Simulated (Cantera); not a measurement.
Input (Python, Cantera):

```python
import numpy as np
import cantera as ct

gas = ct.Solution("gri30.yaml")
gas.TPX = 2150, 100000, {'CH4': 1, 'CO2': 0.46}
inlet = ct.Reservoir(gas, clone=True)

reactor = ct.IdealGasConstPressureReactor(gas, energy="off", clone=False)
exhaust = ct.Reservoir(gas, clone=True)
tau = [0.53, 0.16, 0.048, 0.015, 0.0044, 0.0013, 0.0004][0]
for a, b in ((inlet, reactor), (reactor, exhaust)):
    ct.MassFlowController(a, b, mdot=lambda t: reactor.mass / tau)
net = ct.ReactorNet([reactor])
show = ['CH4', 'CO2', 'HCO', 'H2O2', 'HO2']

rows = []
print(f"{'tau/s':>10s}{'T/K':>9s}" + "".join(f"{s:>11s}" for s in show))
for tau in [0.53, 0.16, 0.048, 0.015, 0.0044, 0.0013, 0.0004]:
    net.initial_time = 0.0
    net.advance(30 * tau)
    before = gas.X
    net.advance(40 * tau)
    drift = np.max(np.abs(gas.X - before) / (gas.X + 1e-9))
    rows.append([gas.T, *gas[show].X, drift])
    print(f"{tau:10.3e}{gas.T:9.1f}" + "".join(f"{x:11.3e}" for x in gas[show].X))
```

Result:

```
     tau/s      T/K        CH4        CO2        HCO       H2O2        HO2
 5.300e-01   2150.0  2.667e-03  2.071e-04  2.634e-07  1.015e-14  6.135e-15
 1.600e-01   2150.0  4.619e-03  6.575e-04  2.618e-07  9.851e-14  5.966e-14
 4.800e-02   2150.0  8.186e-03  1.974e-03  2.655e-07  8.182e-13  4.999e-13
 1.500e-02   2150.0  1.421e-02  5.163e-03  2.986e-07  4.686e-12  2.934e-12
 4.400e-03   2150.0  2.548e-02  1.289e-02  4.323e-07  1.866e-11  1.250e-11
 1.300e-03   2150.0  4.696e-02  3.158e-02  7.822e-07  4.096e-11  3.279e-11
 4.000e-04   2150.0  8.985e-02  7.506e-02  1.529e-06  4.297e-11  5.236e-11
```

Computed with Cantera and GRI-Mech 3.0 (53 species, 325 reactions). GRI-Mech 3.0 stops at C3 and has no aromatics, soot or wall deposition, so with more carbon than oxygen in the feed, carbon stays in small species such as C2H2 where larger ones or solid carbon would form.
